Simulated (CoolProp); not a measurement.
Vapour-liquid equilibrium of acetone (1) + ethanol (2) at 393.5 K; x and y are mole fractions of (1).

The numbers come from the multi-fluid Helmholtz-energy mixture model, Lemmon 2006 and Schroeder 2014; pair parameters Bell 2016 in CoolProp.

Problem. Give the bubble pressure and the first vapour's composition at x = 0.05, 0.2, 0.65. Is there an azeotrope?

Solution. x = 0.05: 0.4575 MPa, y = 0.097; x = 0.2: 0.5179 MPa, y = 0.308; x = 0.65: 0.6063 MPa, y = 0.687. y crosses x between x = 0.8 and 0.95: the model has an azeotrope there.

The pair parameters rest on a limited set of measurements; away from them the model extrapolates.
